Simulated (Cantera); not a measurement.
Equilibrium for hydrogen reduction and annealing atmospheres: V2O5 + H2

Input: 1 mol V2O5, 1100 mol H2, equilibrated at 190000 Pa.

These are equilibrium values from Cantera (NASA tables, ideal gas, pure condensed phases), not measurements of a reactor. Candidate condensed phases: H2O, V, VO, V2O3, V2O4, V2O5; 12 gas species. Mutual solubility and eutectic melting of coexisting phases are not modelled. VO: taken at fixed stoichiometry. Condensed phases not in the tables: the oxides between V2O3 and V2O5 other than VO2. The numbers say what is thermodynamically allowed, not how fast it happens.

```tsv
T (K)	x H2	x H2O	x H	x VO	x VO2	x V	x OH	x O	n VO(s)	n V2O3(s)	n VO(l)
1425	0.998	0.00235	4.94e-6	2.95e-12	2.19e-11	<1e-12	2.54e-10	<1e-12	1.16	0.418	0
1500	0.997	0.00273	1.28e-5	2.80e-11	1.52e-10	<1e-12	9.96e-10	<1e-12	2.00	0	0
1575	0.997	0.00273	3.01e-5	2.12e-10	7.65e-10	2.89e-12	2.99e-9	<1e-12	2.00	0	0
1650	0.997	0.00273	6.58e-5	1.33e-9	3.29e-9	3.00e-11	8.13e-9	<1e-12	2.00	0	0
1725	0.997	0.00273	0.000135	7.01e-9	1.24e-8	2.52e-10	2.03e-8	2.17e-12	2.00	0	0
1800	0.997	0.00273	0.000259	3.21e-8	4.15e-8	1.76e-9	4.68e-8	9.43e-12	2.00	0	0
1875	0.997	0.00273	0.000475	1.29e-7	1.25e-7	1.05e-8	1.01e-7	3.65e-11	2.00	0	0
1950	0.996	0.00273	0.000830	4.62e-7	3.45e-7	5.38e-8	2.06e-7	1.27e-10	2.00	0	0
2025	0.996	0.00272	0.00139	1.50e-6	8.77e-7	2.44e-7	3.98e-7	4.05e-10	2.00	0	0
2100	0.995	0.00272	0.00225	4.19e-6	1.96e-6	9.35e-7	7.34e-7	1.19e-9	0	0	1.99
```
x: gas mole fraction; n: condensed amount in mol.

At 1425 K the condensed part is VO(s) + V2O3(s). From 1500 K to 2025 K the condensed part is VO(s). At 2100 K the condensed part is VO(l).
